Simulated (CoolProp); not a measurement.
Vapour-liquid equilibrium of R227EA (1) + isobutene (2) at 0.361 MPa; x and y are mole fractions of (1).

Model: multi-fluid Helmholtz-energy mixture model, Lemmon 2016 and Lemmon 2005; pair parameters Bell 2016, in CoolProp.

| x | bubble temperature, mixture model (°C) | bubble temperature, Raoult's law (°C) | y, mixture model | y, Raoult's law |
|---|---|---|---|---|
| 0.05 | 26.0 | 29.8 | 0.157 | 0.073 |
| 0.15 | 20.6 | 28.3 | 0.337 | 0.208 |
| 0.25 | 17.8 | 26.8 | 0.434 | 0.332 |
| 0.35 | 16.2 | 25.3 | 0.498 | 0.445 |
| 0.45 | 15.3 | 24.0 | 0.550 | 0.549 |
| 0.55 | 14.8 | 22.7 | 0.599 | 0.646 |
| 0.65 | 14.6 | 21.5 | 0.654 | 0.734 |
| 0.75 | 14.7 | 20.3 | 0.721 | 0.817 |
| 0.85 | 15.4 | 19.2 | 0.808 | 0.894 |
| 0.95 | 16.7 | 18.2 | 0.926 | 0.966 |

The largest gap from Raoult's law is -9.1 K in bubble temperature, at x = 0.35. y crosses x between x = 0.65 and 0.75: the model has an azeotrope there.

Pair parameters are fitted to limited data, so mixtures are less certain than the pure fluids.
